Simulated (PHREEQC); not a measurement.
0.036 g of hydrous ferric oxide (600 m²/g; 0.2 weak and 0.005 strong sites per Fe, Dzombak-Morel constants, diffuse double layer) in 1 kg of water with 0.001 mol/kgw of an inert sodium salt and 2.5e-07 mol/kgw NaF, at 25 °C; the pH is set by adding NaOH or the inert anion's acid. Oxygen is held at 0.21 atm. CO2 from the air is kept out. No solid was allowed to form.

Base run: PHREEQC, ion-association model, wateq4f.dat. Each further column changes one thing. The table gives surface charge σ (C/m²).

```csv
pH,base,background salt from 0.001 to 0.0001 mol/kgw,oxide from 0.036 to 0.18 g/kgw,2.4e-05 mol/kgw ZnCl2 added
3,0.252,[?],[?],0.253
4,0.117,[?],0.119,0.119
5,0.050,0.020,[?],0.052
6,0.019,0.006,0.019,0.020
7,0.006,[?],0.006,[?]
8,0.000,0.000,0.000,0.003
9,-0.004,-0.001,-0.004,-0.001
10,-0.015,-0.007,-0.016,-0.007
11,-0.054,[?],-0.055,-0.029
```

Question: Complete the blanks.

Answer: 
- 3, background salt from 0.001 to 0.0001 mol/kgw: 0.222
- 3, oxide from 0.036 to 0.18 g/kgw: 0.255
- 4, background salt from 0.001 to 0.0001 mol/kgw: 0.066
- 5, oxide from 0.036 to 0.18 g/kgw: 0.051
- 7, background salt from 0.001 to 0.0001 mol/kgw: 0.002
- 7, 2.4e-05 mol/kgw ZnCl2 added: 0.008
- 11, background salt from 0.001 to 0.0001 mol/kgw: -0.043

The oxide is taken as insoluble; below pH 4 it would dissolve.
